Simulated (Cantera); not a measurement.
Input: 1 mol Si, 0.57 mol H₂O, 1.6 mol H₂, equilibrated at 1973.15 K and 1.00 bar.

Equilibrium computed with Cantera from the NASA thermochemical tables; the gas is ideal and each condensed phase is pure. Gases not in the tables: Si₂H₆ and higher silanes. Kinetics and transport are ignored.

```csv
species,before,after
H₂,0.791,1.000
H,0.00120,1.47e-8
SiO,0.208,9.56e-9
SiH₂,7.19e-5,<1e-9
Si,3.16e-5,<1e-9
H₂O,0.000122,5.42e-9
SiH,2.03e-5,<1e-9
"Si(l), mol",0.430,0
"Si(s), mol",0,0.715
"SiO₂(β-quartz), mol",0,0.285
```
Gas species are given as mole fractions.

Question: What was changed between the two runs?
A) pressure from 1.00 bar to 1.20 mbar
B) pressure from 1.00 bar to 1.33 mbar
C) temperature from 1973.15 K to 2175 K
D) temperature from 1973.15 K to 1075 K

Answer: D, temperature from 1973.15 K to 1075 K. Mutual solubility and eutectic melting of coexisting phases are not modelled
